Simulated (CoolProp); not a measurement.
Vapour-liquid equilibrium of carbon dioxide (1) + CH3F (R41) (2) at 276 K; x and y are mole fractions of (1).

Computed with CoolProp (multi-fluid Helmholtz-energy mixture model, Span 1996 and Lemmon 2006; pair parameters Bell 2016).

```
x     bubble pressure, mixture model (bar)  bubble pressure, Raoult's law (bar)  y, mixture model  y, Raoult's law
----  ------------------------------------  -----------------------------------  ----------------  ---------------
0.05                                   [?]                                22.80             0.070            0.082
0.2                                  24.84                                25.13             0.259            0.299
0.35                                 26.93                                27.46               [?]            0.479
0.5                                    [?]                                29.79               [?]            0.630
0.65                                 31.38                                32.12               [?]            0.760
0.8                                  33.87                                34.45               [?]            0.872
0.95                                 36.59                                36.78             0.965            0.970
```

### Question
Some entries are withheld; supply them.

### Answer

- 0.05, bubble pressure, mixture model (bar): 22.74
- 0.35, y, mixture model: 0.427
- 0.5, bubble pressure, mixture model (bar): 29.08
- 0.5, y, mixture model: 0.580
- 0.65, y, mixture model: 0.720
- 0.8, y, mixture model: 0.849

The largest gap from Raoult's law is -2.4 % in bubble pressure, at x = 0.5. No azeotrope shows between x = 0.05 and 0.95.

Pair parameters are fitted to limited data, so mixtures are less certain than the pure fluids.
